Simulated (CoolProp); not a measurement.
The fluid at 491.43 K and 1.51 MPa flows at 4.9 m/s in a round tube of 50 mm bore and 45 µm roughness, fully developed (64/Re and Nu = 3.66 if laminar; Colebrook and Gnielinski if turbulent). The same conditions are run with several fluids, on thermodynamics alone (safety and materials aside).

Values from CoolProp's reference Helmholtz-energy equation of state of each fluid (nitrogen: Span 2000; R407C: Lemmon 2003; R152A: Outcalt 1996; n-butane: Bücker 2006; c-C4F8 (RC318): Platzer 1990). The equations of Platzer and Polt are older, rougher fits. Blends and air are pseudo-pure fits.

```tsv
fluid	Reynolds number	Darcy friction factor	pressure drop (Pa/m)	heat-transfer coefficient (W/(m² K))	mass flow (kg/h)
nitrogen	97500	0.0219	(withheld)	168	356
R407C	(withheld)	(withheld)	158	504	(withheld)
R152A	348000	0.0200	124	(withheld)	892
n-butane	462000	0.0198	112	840	813
c-C4F8 (RC318)	988000	(withheld)	374	1120	2770
```

Problem. Complete the blanks.

Solution. 
- nitrogen, pressure drop (Pa/m): 54.1
- R407C, Reynolds number: 395000
- R407C, Darcy friction factor: 0.0199
- R407C, mass flow (kg/h): 1150
- R152A, heat-transfer coefficient (W/(m² K)): 518
- c-C4F8 (RC318), Darcy friction factor: 0.0195

Transport values come from each fluid's own correlations; those of R152A, c-C4F8 (RC318) are estimates that may be off by 10 % or more.
